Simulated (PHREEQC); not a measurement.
Make-up at 85 °C: 4 mmol/kgw HF, 0.2 mmol/kgw NH4F and 1.9 mmol/kgw (NH4)2SiF6. Closed to the air; pH follows from the charge balance.

The numbers come from PHREEQC with the ion-association model, wateq4f.dat.

```
quantity                   before    after
------------------------  -------  -------
pH                           3.24     3.33
ionic strength (mol/kgw)  0.00547  0.00257
HF (mol/kgw)              0.00750  0.00493
F- (mol/kgw)              0.00286  0.00229
HF2- (mol/kgw)            9.06e-5  4.76e-5
H2F2 (mol/kgw)            1.35e-5  5.85e-6
```

**Question.** Which change was made?
(A) (NH4)2SiF6 replaced by NH4Cl at the same molality
(B) HF from 0.004 to 0.0004 mol/kgw
(C) diluted 2-fold with water
(D) temperature from 85 to 5 °C
(E) NH4F left out

**Answer.** C, diluted 2-fold with water

No solid was allowed to form. Some of these states are supersaturated (in Quartz (slow to form), for instance). Away from 25 °C the constants follow the database's enthalpies or fits; those with neither stay at their 25 °C values. SiF6-2 is the database's only silicon fluoride.
